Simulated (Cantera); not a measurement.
An isothermal, constant-pressure homogeneous reactor starts with NH3 : H2 = 1 : 0.19 (molar parts), at 1425 K and 10.00 Torr. Integrator tolerance rtol = 1e-08.

Computed with Cantera and the gas-phase N/H chemistry of the illustrative SiF4/NH3 mechanism in the Surface Chemkin manual (1991). Walls and surfaces, which speed up NH3 decomposition in real reactors, are not modelled.

Task: What does this change do: temperature 1425 to 1998 K?

Result: 
```csv
quantity,before,after
x(NH3) at 7.00 s,0.838 (gas-phase equilibrium 3.34e-7),0.0145 (gas-phase equilibrium 8.47e-8)
x(H2) at 7.00 s,0.161 (gas-phase equilibrium 0.772),0.760 (gas-phase equilibrium 0.761)
x(NH2) at 7.00 s,3.37e-5 (gas-phase equilibrium 4.67e-11),8.92e-5 (gas-phase equilibrium 3.95e-9)
x(NH) at 7.00 s,7.44e-8 (gas-phase equilibrium <1e-12),6.28e-6 (gas-phase equilibrium 2.13e-9)
x(N) at 7.00 s,1.57e-9 (gas-phase equilibrium <1e-12),1.39e-6 (gas-phase equilibrium 3.60e-9)
x(N2) at 7.00 s,0.000493 (gas-phase equilibrium 0.228),0.224 (gas-phase equilibrium 0.227)
```

Task: What does this change do: temperature 1425 to 2325 K?

Result: 
```tsv
quantity	before	after
x(NH3) at 7.00 s	0.838 (gas-phase equilibrium 3.34e-7)	5.14e-8 (gas-phase equilibrium 4.64e-8)
x(H2) at 7.00 s	0.161 (gas-phase equilibrium 0.772)	0.701 (gas-phase equilibrium 0.701)
x(NH2) at 7.00 s	3.37e-5 (gas-phase equilibrium 4.67e-11)	1.87e-8 (gas-phase equilibrium 1.70e-8)
x(NH) at 7.00 s	7.44e-8 (gas-phase equilibrium <1e-12)	4.56e-8 (gas-phase equilibrium 4.13e-8)
x(N) at 7.00 s	1.57e-9 (gas-phase equilibrium <1e-12)	2.28e-7 (gas-phase equilibrium 2.07e-7)
x(N2) at 7.00 s	0.000493 (gas-phase equilibrium 0.228)	0.219 (gas-phase equilibrium 0.219)
```

Task: What does this change do: temperature 1425 to 2300 K?

Result: 
| quantity | before | after |
|---|---|---|
| x(NH3) at 7.00 s | 0.838 (gas-phase equilibrium 3.34e-7) | 6.01e-8 (gas-phase equilibrium 4.88e-8) |
| x(H2) at 7.00 s | 0.161 (gas-phase equilibrium 0.772) | 0.709 (gas-phase equilibrium 0.709) |
| x(NH2) at 7.00 s | 3.37e-5 (gas-phase equilibrium 4.67e-11) | 1.90e-8 (gas-phase equilibrium 1.55e-8) |
| x(NH) at 7.00 s | 7.44e-8 (gas-phase equilibrium <1e-12) | 4.18e-8 (gas-phase equilibrium 3.41e-8) |
| x(N) at 7.00 s | 1.57e-9 (gas-phase equilibrium <1e-12) | 1.93e-7 (gas-phase equilibrium 1.58e-7) |
| x(N2) at 7.00 s | 0.000493 (gas-phase equilibrium 0.228) | 0.220 (gas-phase equilibrium 0.220) |
